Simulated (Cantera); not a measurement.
## Catalytic combustion on Pt

An isothermal plug-flow reactor at 575 K and 101000 Pa (inlet), inlet velocity 0.086 m/s, active area per volume 3400 1/m; feed CO : O2 : N2 : H2O = 0.018 : 0.012 : 0.79 : 0.03 (molar parts).

Detailed kinetics in Cantera: Deutschmann's 1995 Pt surface mechanism with GRI-Mech 3.0 gas chemistry. Catalytic surfaces can have several steady states; this one follows from the mechanism file's or the stated starting coverage. Mass transfer to the wall is taken as infinitely fast.

| z (m) | x CO | x O2 | x H2O | x CO2 | θ free Pt | θ CO* |
|---|---|---|---|---|---|---|
| 0.00089 | 0.0211 | 0.0141 | 0.0353 | 7.89e-5 | 0.00297 | 0.996 |
| 0.0015 | 0.0210 | 0.0141 | 0.0353 | 0.000133 | 0.00297 | 0.996 |
| 0.0025 | 0.0210 | 0.0140 | 0.0353 | 0.000222 | 0.00298 | 0.996 |
| 0.0041 | 0.0208 | 0.0139 | 0.0353 | 0.000364 | 0.00299 | 0.996 |
| 0.0069 | 0.0206 | 0.0138 | 0.0353 | 0.000614 | 0.00301 | 0.996 |
| 0.012 | 0.0201 | 0.0136 | 0.0353 | 0.00107 | 0.00304 | 0.996 |
| 0.019 | 0.0195 | 0.0133 | 0.0353 | 0.00170 | 0.00309 | 0.996 |
| 0.032 | 0.0183 | 0.0127 | 0.0353 | 0.00290 | 0.00319 | 0.996 |
| 0.053 | 0.0164 | 0.0117 | 0.0354 | 0.00487 | 0.00338 | 0.996 |
| 0.089 | 0.0128 | 0.00994 | 0.0354 | 0.00847 | 0.00382 | 0.995 |
x: gas mole fraction; θ: surface coverage.
